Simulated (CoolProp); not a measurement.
CF4 (R14) at 365 K and 0.133 MPa is compressed adiabatically to 0.356 MPa with isentropic efficiency 0.85. Each further row changes one setting.

Computed with CoolProp (reference Helmholtz-energy equation of state, Platzer 1990). This equation is an older, rougher fit.

```tsv
case	work (kJ/kg)	final temperature (K)	final density (kg/m³)
as stated	42.3	417.4	9.05
efficiency 1	35.9	409.9	9.22
efficiency 0.65	55.3	432.7	8.72
```
